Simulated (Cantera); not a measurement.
Input: 1 mol Cr2O3, 220 mol H2, equilibrated at 1150 K and 0.120 bar.

Cantera equilibrium calculation (NASA polynomials, part measured and part estimated; ideal gas, pure solids and liquids). Candidate condensed phases: Cr, Cr2O3, H2O; 13 gas species. Mutual solubility and eutectic melting of coexisting phases are not modelled. Rates play no part.

Base state: H2 1.000, H2O 5.95e-5 (mole fractions); condensed: Cr(s) + Cr2O3(s).

Task: What changes in the equilibrium state with this change: Cr2O3 replaced by TiO2?

Result: 
```json
[
 {"species": "H2", "before": "1.000", "after": "0.999"},
 {"species": "H2O", "before": "5.95e-5", "after": "0.000593"},
 {"species": "Cr(s), mol", "before": "0.00873", "after": "0"},
 {"species": "Cr2O3(s), mol", "before": "0.996", "after": "0"},
 {"species": "TiO2(rutile), mol", "before": "0", "after": "0.478"},
 {"species": "Ti4O7(s), mol", "before": "0", "after": "0.131"}
]
```
Condensed phases not in the tables: Magnéli phases beyond Ti4O7. Further candidate phases: Ti, TiO, TiO2, Ti2O3, Ti3O5, Ti4O7.

Task: What changes in the equilibrium state with this change: temperature from 1150 K to 1348.15 K?

Result: 
| species | before | after |
|---|---|---|
| H2 | 1.000 | 1.000 |
| H2O | 5.95e-5 | 0.000405 |
| Cr(s), mol | 0.00873 | 0.0593 |
| Cr2O3(s), mol | 0.996 | 0.970 |
